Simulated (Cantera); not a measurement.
**Diamond growth**

A diamond (100) surface in a fixed gas of H2 with x(CH4) = 0.0093, x(H) = 0.028, at 1050 K, 4600 Pa; coverages are run to steady state.

Cantera simulation using the Harris–Goodwin 1993 mechanism for the reconstructed diamond (100) surface; the numbers are that mechanism's predictions, not measurements.

```tsv
x(CH3)	growth (µm/h)	θ c6HH	θ c6H*	θ c6*H	θ c6**	θ c6HM
1e-06	0.0297	0.552	0.0232	0.411	0.0138	1.56e-5
2.3e-06	0.0683	0.552	0.0232	0.411	0.0138	3.60e-5
5.4e-06	0.160	0.552	0.0232	0.411	0.0138	8.44e-5
1.3e-05	0.386	0.552	0.0232	0.411	0.0138	0.000203
3e-05	0.890	0.552	0.0232	0.410	0.0138	0.000469
6.9e-05	2.05	0.551	0.0232	0.410	0.0138	0.00108
0.00016	4.73	0.550	0.0231	0.409	0.0137	0.00249
0.00038	11.2	0.548	0.0230	0.407	0.0136	0.00588
0.00088	25.5	0.542	0.0228	0.402	0.0134	0.0134
```
θ: site fractions in the mechanism's names (c6HH fully hydrogenated, c6H* and c6*H radical sites, c6** diradical, c6HM methylated).
